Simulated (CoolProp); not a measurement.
Vapour-liquid equilibrium of ethanol (1) + ethylbenzene (2) at 370.2 K; x and y are mole fractions of (1).

Computed with CoolProp (multi-fluid Helmholtz-energy mixture model, Schroeder 2014 and Zhou 2012; pair parameters Bell 2016).

```tsv
x	bubble pressure (MPa)	y at the bubble point	dew pressure at overall composition x (MPa)	liquid density (mol/L)
0.05	0.07073	0.573	0.03264	7.696
0.2	0.1367	0.796	0.03865	8.312
0.35	0.1618	0.839	0.04733	9.064
0.5	0.1727	0.857	0.06094	10.00
0.65	0.1805	0.874	0.08523	11.19
0.8	0.1896	0.904	0.1387	12.73
0.95	0.1996	0.966	0.1978	14.75
```

No azeotrope shows between x = 0.05 and 0.95.

Pair parameters are fitted to limited data, so mixtures are less certain than the pure fluids. With so large a gap from Raoult's law the liquid may split in two, which this calculation doesn't test in full.
